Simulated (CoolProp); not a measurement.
Dry air along the isotherm -194.15 °C: fugacity coefficient from the reference equation and from simpler models built on Tc = -140.6 °C, pc = 3786 kPa, ω = 0.034; each cubic takes its own stable root.

Computed with CoolProp (reference Helmholtz-energy equation of state, Lemmon 2000). It is a pseudo-pure fit of the blend.

```tsv
p (kPa)	phase	reference
18	gas	0.9925
36.9	gas	0.9847
156	liquid	0.5580
319	liquid	0.2751
656	liquid	0.1361
1350	liquid	0.06847
2770	liquid	0.03583
5680	liquid	0.02020
```

How far does each simpler model (Redlich-Kwong, Soave-Redlich-Kwong) lie from the reference over these 8 states: mean and median of the absolute difference, and the worst?


- Redlich-Kwong: mean 14.3 %, median 18.8 %, worst -19.6 % at -194.15 °C and 5680 kPa
- Soave-Redlich-Kwong: mean 2.2 %, median 2.7 %, worst -3.4 % at -194.15 °C and 5680 kPa
